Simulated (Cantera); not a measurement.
Input (Python, Cantera) and output of one run.

```python
import numpy as np
import cantera as ct

gas_names = [...]  # 110 gases of nasa_gas.yaml made of C, H, O
cond_names = """
    C(gr) C6H6(L) C7H8(L) C8H18(L),n-octa H2O(s) H2O(L)
""".split()


# ... load() reads the species with a 1 bar reference pressure and builds the phases ...
atoms = {
    'CO': {'C': 1, 'O': 1},
    'O2': {'O': 2},
    'H2': {'H': 2},
}
top_T = {'C(gr)': 4500}  # K; cautious upper limits of use, not melting points


# ... equilibrate(T, P, feed) seeds the gas with the atoms and calls Mixture.equilibrate('TP', solver="vcs", rtol=1e-11, max_steps=5000) ...
results = []
feed = {'CO': 1, 'O2': 0.017, 'H2': 1.8}  # mol
P = 9200  # Pa
for T in [898, 1098, 1298, 1498, 1698, 1898, 2098, 2298, 2498, 2698]:
    mix = equilibrate(T, P, feed)
    results.append((T, P, feed, dict(zip(mix.species_names, mix.species_moles))))

top = {s: max(r[3][s] / sum(r[3][g] for g in gas_names) for r in results) for s in gas_names}
cols = sorted((s for s in top if top[s] > 0.0001), key=lambda s: -top[s])[:6]
seen = [c for c in cond_names if any(r[3].get(c, 0) > 1e-12 for r in results)]
print("log10 of partial pressures in bar; condensed amounts in mol")
print(f"{'T/K':>10s}" + "".join(f"{s[:9]:>10s}" for s in cols + seen))
for T, P, feed, n in results:
    ng = sum(n[g] for g in gas_names)
    print(f"{T:10.4g}" + "".join(f"{np.log10(max(n[s] / ng * P / 1e5, 1e-99)):10.3f}" for s in cols)
          + "".join(f"{n.get(c, 0):10.4g}" for c in seen))
```

It prints:

```
log10 of partial pressures in bar; condensed amounts in mol
       T/K        H2        CO         H       CO2       H2O       CH4     C(gr)
       898    -1.236    -1.595   -10.579    -2.421    -2.429    -2.967    0.1473
      1098    -1.234    -1.489    -8.224    -3.389    -3.131    -4.533         0
      1298    -1.234    -1.487    -6.587    -3.569    -3.072    -6.249         0
      1498    -1.235    -1.486    -5.382    -3.700    -3.037    -7.498         0
      1698    -1.235    -1.486    -4.458    -3.801    -3.018    -8.442         0
      1898    -1.237    -1.486    -3.725    -3.880    -3.007    -9.181         0
      2098    -1.240    -1.487    -3.132    -3.941    -3.001    -9.777         0
      2298    -1.250    -1.490    -2.644    -3.991    -3.002   -10.281         0
      2498    -1.272    -1.499    -2.240    -4.033    -3.015   -10.735         0
      2698    -1.318    -1.515    -1.908    -4.075    -3.051   -11.181         0
```

Cantera equilibrium calculation (NASA polynomials, part measured and part estimated; ideal gas, pure solids and liquids).
